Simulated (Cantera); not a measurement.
Charge: 1 mol Pb, 1.3 mol O2, 1.9 mol N2, at 800 K and 1.33 mbar.

Cantera equilibrium calculation (NASA polynomials, part measured and part estimated; ideal gas, pure solids and liquids). Candidate condensed phases: Pb, PbO, PbO2, Pb3O4; 12 gas species. Equilibrium is a limit: real reactors are often held back by kinetics, nucleation or transport.

Base state: N2 0.704, O2 0.296 (mole fractions); condensed: PbO(yellow).

What changes in the equilibrium state with this change: Pb replaced by Hg?


```tsv
species	before	after
N2	0.704	0.452
O2	0.296	0.310
Hg	0	0.238
PbO(yellow), mol	1.00	0
```
Further candidate phases: Hg, HgO.
